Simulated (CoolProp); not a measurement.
A single-stage vapour-compression cycle with the fluid: evaporating at 201.15 K (dew point), condensing at 225.15 K (bubble point), superheat 0 K, subcooling 2 K, compressor efficiency 0.75, no pressure losses. The same conditions are run with several fluids, on thermodynamics alone (safety and materials aside).

The numbers come from the reference Helmholtz-energy equation of state of each fluid (nitrous oxide: Lemmon 2006; propylene: Lemmon 2013; ethane: Bücker 2006; R22: Kamei 1995; propane: Lemmon 2009; hydrogen chloride: Thol 2018) in CoolProp.

```json
[
 {"fluid": "nitrous oxide", "cooling COP": "5.58", "pressure ratio": "2.83", "discharge temperature (K)": "273.7", "refrigerating effect (kJ/kg)": "316", "volumetric capacity (kJ/m³)": "2160"},
 {"fluid": "propylene", "cooling COP": "5.82", "pressure ratio": "3.48", "discharge temperature (K)": "258.1", "refrigerating effect (kJ/kg)": "417", "volumetric capacity (kJ/m³)": "305"},
 {"fluid": "ethane", "cooling COP": "5.68", "pressure ratio": "2.59", "discharge temperature (K)": "253.7", "refrigerating effect (kJ/kg)": "…", "volumetric capacity (kJ/m³)": "1790"},
 {"fluid": "R22", "cooling COP": "5.76", "pressure ratio": "3.97", "discharge temperature (K)": "…", "refrigerating effect (kJ/kg)": "229", "volumetric capacity (kJ/m³)": "215"},
 {"fluid": "propane", "cooling COP": "5.85", "pressure ratio": "3.58", "discharge temperature (K)": "253.2", "refrigerating effect (kJ/kg)": "407", "volumetric capacity (kJ/m³)": "235"},
 {"fluid": "hydrogen chloride", "cooling COP": "5.55", "pressure ratio": "2.83", "discharge temperature (K)": "289.8", "refrigerating effect (kJ/kg)": "…", "volumetric capacity (kJ/m³)": "1800"}
]
```

Task: Fill in the missing entries.

Result: 
- ethane, refrigerating effect (kJ/kg): 409
- R22, discharge temperature (K): 271.3
- hydrogen chloride, refrigerating effect (kJ/kg): 392
